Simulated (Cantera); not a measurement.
Charge: 1 mol MgO, 2.9 mol SO3, 3.7 mol H2O, held at 12.0 bar.

Method: chemical equilibrium by Gibbs-energy minimisation in Cantera with the NASA 1993 tables (ideal gas, pure condensed phases). Candidate condensed phases: H2O, H2SO4, Mg, MgO, Mg(OH)2, MgS, MgSO4, S; 26 gas species. Kinetics and transport are ignored.

Which condensed phases are stable at each of these points (T (K)): 798, 873, 948, 1023, 1098, 1173, 1248, 1323, 1398, 1473, 1548, 1623, 1698, 1773?


```json
[
 {"T (K)": "798", "condensed phases": "MgSO4(s)", "Mg condensed (%)": "100.0"},
 {"T (K)": "873", "condensed phases": "MgSO4(s)", "Mg condensed (%)": "100.0"},
 {"T (K)": "948", "condensed phases": "MgSO4(s)", "Mg condensed (%)": "100.0"},
 {"T (K)": "1023", "condensed phases": "MgSO4(s)", "Mg condensed (%)": "100.0"},
 {"T (K)": "1098", "condensed phases": "MgSO4(s)", "Mg condensed (%)": "100.0"},
 {"T (K)": "1173", "condensed phases": "MgSO4(s)", "Mg condensed (%)": "100.0"},
 {"T (K)": "1248", "condensed phases": "MgSO4(s)", "Mg condensed (%)": "100.0"},
 {"T (K)": "1323", "condensed phases": "MgSO4(s)", "Mg condensed (%)": "100.0"},
 {"T (K)": "1398", "condensed phases": "MgSO4(s)", "Mg condensed (%)": "100.0"},
 {"T (K)": "1473", "condensed phases": "MgSO4(l)", "Mg condensed (%)": "100.0"},
 {"T (K)": "1548", "condensed phases": "MgO(s)", "Mg condensed (%)": "100.0"},
 {"T (K)": "1623", "condensed phases": "MgO(s)", "Mg condensed (%)": "100.0"},
 {"T (K)": "1698", "condensed phases": "MgO(s)", "Mg condensed (%)": "100.0"},
 {"T (K)": "1773", "condensed phases": "MgO(s)", "Mg condensed (%)": "100.0"}
]
```

From 798 K to 1398 K the condensed part is MgSO4(s). At 1473 K the condensed part is MgSO4(l). From 1548 K to 1773 K the condensed part is MgO(s).
